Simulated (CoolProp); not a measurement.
Computed with CoolProp (reference Helmholtz-energy equation of state, Thol 2012).

### Question
For benzene, give the phase and the Joule-Thomson coefficient (K/MPa), Prandtl number at 447.4 K and 1.83 MPa; 377.2 K and 2.34 MPa; 546.4 K and 0.0279 MPa.

### Answer
- 447.4 K and 1.83 MPa: liquid; Joule-Thomson coefficient -0.0509, Prandtl number 3.41
- 377.2 K and 2.34 MPa: liquid; Joule-Thomson coefficient -0.288, Prandtl number 4.40
- 546.4 K and 0.0279 MPa: gas; Joule-Thomson coefficient 7.67, Prandtl number 0.748

Viscosity comes from a separate model (Avgeri 2014). Thermal conductivity comes from a separate model (Assael 2012).
